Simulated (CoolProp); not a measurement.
The numbers come from the reference Helmholtz-energy equation of state, Gao 2020 in CoolProp.

Task: For ammonia, give the phase and the cp (kJ/(kg K)), conductivity (mW/(m K)), Prandtl number at 608.5 K and 738 kPa; 585.6 K and 12900 kPa.

Result: 
- 608.5 K and 738 kPa: gas; cp 2.69, conductivity 70.1, Prandtl number 0.844
- 585.6 K and 12900 kPa: supercritical; cp 3.21, conductivity 77.5, Prandtl number 0.921

Viscosity comes from a separate model (Fenghour 1995). Thermal conductivity comes from a separate model (Tufeu 1984).
